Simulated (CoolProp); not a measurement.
Vapour pressure (MPa) of R134a: the reference equation beside estimates from Tc = 374.2 K, pc = 4.059 MPa, ω = 0.327.

Model: reference Helmholtz-energy equation of state, Tillner-Roth 1994, in CoolProp.

| T (K) | reference | Lee-Kesler | Soave-Redlich-Kwong |
|---|---|---|---|
| 186.1 | 0.001999 | 0.001882 | 0.001939 |
| 211.5 | 0.01427 | … | 0.01396 |
| 236.9 | 0.06212 | 0.06118 | 0.06143 |
| 262.3 | 0.1940 | 0.1940 | … |
| 287.8 | 0.4829 | 0.4859 | 0.4868 |
| 313.2 | 1.018 | … | 1.032 |
| 338.6 | 1.909 | … | … |
| 364 | 3.301 | … | 3.333 |

What belongs in the gaps?


- 211.5, Lee-Kesler: 0.01374
- 262.3, Soave-Redlich-Kwong: 0.1938
- 313.2, Lee-Kesler: 1.023
- 338.6, Lee-Kesler: 1.914
- 338.6, Soave-Redlich-Kwong: 1.941
- 364, Lee-Kesler: 3.307

Absolute difference from the reference over all 8 rows, mean and median: Lee-Kesler 1.6 and 0.6 %, Soave-Redlich-Kwong 1.4 and 1.2 %.
